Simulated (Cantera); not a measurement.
A perfectly stirred reactor is fed with N2O : O2 = 1 : 0.29 (molar parts), at 100000 Pa; it is held at 1525 K, and followed from long to short residence time.

Computed with Cantera and GRI-Mech 3.0 (53 species, 325 reactions). GRI-Mech 3.0 was tuned for natural gas; its chemistry of N2O as a main component is partial and can be far from experiment. The temperature is held fixed by assumption; the heat of reaction is taken as removed at once.

**Question.** What does this change do: pressure from 100000 Pa to 1500 Pa?

**Answer.** 
| quantity | before | after |
|---|---|---|
| x(N2O) at τ = 0.330 s | 0.0331 | 0.508 |
| x(O2) at τ = 0.330 s | 0.396 | 0.274 |
| x(NO2) at τ = 0.330 s | 0.000459 | 1.29e-5 |
| x(N2) at τ = 0.330 s | 0.499 | 0.168 |
| x(NO) at τ = 0.330 s | 0.0707 | 0.0502 |
| x(N2O) at τ = 33.0 ms | 0.202 | 0.736 |
| x(O2) at τ = 33.0 ms | 0.340 | 0.232 |
| x(NO2) at τ = 33.0 ms | 0.000561 | 1.08e-6 |
| x(N2) at τ = 33.0 ms | 0.369 | 0.0242 |
| x(NO) at τ = 33.0 ms | 0.0886 | 0.00725 |
Radical loss at walls, strong at low pressure, is not modelled.

**Question.** What does this change do: temperature 1525 to 1275 K?

**Answer.** 
| quantity | before | after |
|---|---|---|
| x(N2O) at τ = 0.330 s | 0.0331 | 0.407 |
| x(O2) at τ = 0.330 s | 0.396 | 0.312 |
| x(NO2) at τ = 0.330 s | 0.000459 | 0.000307 |
| x(N2) at τ = 0.330 s | 0.499 | 0.249 |
| x(NO) at τ = 0.330 s | 0.0707 | 0.0316 |
| x(N2O) at τ = 33.0 ms | 0.202 | 0.705 |
| x(O2) at τ = 33.0 ms | 0.340 | 0.241 |
| x(NO2) at τ = 33.0 ms | 0.000561 | 5.80e-5 |
| x(N2) at τ = 33.0 ms | 0.369 | 0.0474 |
| x(NO) at τ = 33.0 ms | 0.0886 | 0.00679 |
The mechanism lacks the step 2 NO + O2 → 2 NO2, which can matter for NO2 below about 1400 K.
